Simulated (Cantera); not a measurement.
Cantera run:

```python
import numpy as np
import cantera as ct

gas_names = """
    CL CL2 H HCL H2 Si SiCL SiCL2 SiCL3 SiCL4 SiH SiHCL3 SiH2 SiH2CL2 SiH3 SiH3CL SiH4 Si2 Si3
""".split()
cond_names = """
    Si(cr) Si(L)
""".split()


def load(file, names, dense=False):
    # The tables refer to 1 bar. Condensed volumes are neglected.
    table = {s.name: s for s in ct.Species.list_from_file(file)}
    out = []
    for n in names:
        d = dict(table[n].input_data)
        d["thermo"] = dict(d["thermo"], **{"reference-pressure": 1e5})
        if dense:
            d["equation-of-state"] = {"model": "constant-volume", "density": "1e6 g/cm^3"}
        out.append(ct.Species.from_dict(d))
    return out


gas = ct.Solution(thermo="ideal-gas", species=load("nasa_gas.yaml", gas_names))
cond = {s.name: ct.Solution(thermo="fixed-stoichiometry", species=[s], name=s.name)
        for s in load("nasa_condensed.yaml", cond_names, dense=True)}
atoms = {
    'SiCl4': {'Si': 1, 'CL': 4},
    'H2': {'H': 2},
}
top_T = {}  # K; cautious upper limits of use, not melting points


def equilibrate(T, P, feed):
    n = {}
    for name, mol in feed.items():
        for a, k in atoms[name].items():
            n[a] = n.get(a, 0.0) + k * mol
    gas.TPX = T, P, n
    mass = sum(n.values()) * gas.mean_molecular_weight
    gas.equilibrate("TP")
    valid = [c for c in cond.values() if c.min_temp <= T <= top_T.get(c.name, c.max_temp)]
    mix = ct.Mixture([(gas, mass / gas.mean_molecular_weight)] + [(c, 0.0) for c in valid])
    mix.T, mix.P = T, P
    mix.equilibrate("TP", solver="vcs", rtol=1e-11, max_steps=5000)
    return mix


results = []
feed = {'SiCl4': 1, 'H2': 9.3}  # mol
P = 790000  # Pa
for T in [500, 600, 700, 800, 900, 1000, 1100, 1200, 1300, 1400, 1500, 1600, 1700]:
    mix = equilibrate(T, P, feed)
    results.append((T, P, feed, dict(zip(mix.species_names, mix.species_moles))))

top = {s: max(r[3][s] / sum(r[3][g] for g in gas_names) for r in results) for s in gas_names}
cols = sorted((s for s in top if top[s] > 0.001), key=lambda s: -top[s])[:5]
seen = [c for c in cond_names if any(r[3].get(c, 0) > 1e-12 for r in results)]
print("log10 of partial pressures in bar; condensed amounts in mol")
print(f"{'T/K':>10s}" + "".join(f"{s[:9]:>10s}" for s in cols + seen))
for T, P, feed, n in results:
    ng = sum(n[g] for g in gas_names)
    print(f"{T:10.4g}" + "".join(f"{np.log10(max(n[s] / ng * P / 1e5, 1e-99)):10.3f}" for s in cols)
          + "".join(f"{n.get(c, 0):10.4g}" for c in seen))
```

Output:

```
log10 of partial pressures in bar; condensed amounts in mol
       T/K        H2       HCL     SiCL4     SiCL2    SiHCL3
       500     0.853    -2.531    -0.117   -16.502    -2.531
       600     0.853    -1.915    -0.122   -12.410    -1.916
       700     0.851    -1.485    -0.134    -9.498    -1.487
       800     0.849    -1.171    -0.155    -7.324    -1.178
       900     0.846    -0.935    -0.185    -5.645    -0.950
      1000     0.842    -0.753    -0.225    -4.315    -0.782
      1100     0.838    -0.608    -0.274    -3.245    -0.660
      1200     0.833    -0.486    -0.334    -2.380    -0.580
      1300     0.827    -0.375    -0.406    -1.694    -0.546
      1400     0.819    -0.263    -0.502    -1.178    -0.569
      1500     0.809    -0.152    -0.634    -0.814    -0.657
      1600     0.798    -0.055    -0.818    -0.571    -0.805
      1700     0.788     0.018    -1.059    -0.414    -1.003
```

Cantera equilibrium calculation (NASA polynomials, part measured and part estimated; ideal gas, pure solids and liquids). The tables' values for SiCl3 are old estimates; treat these amounts as uncertain.
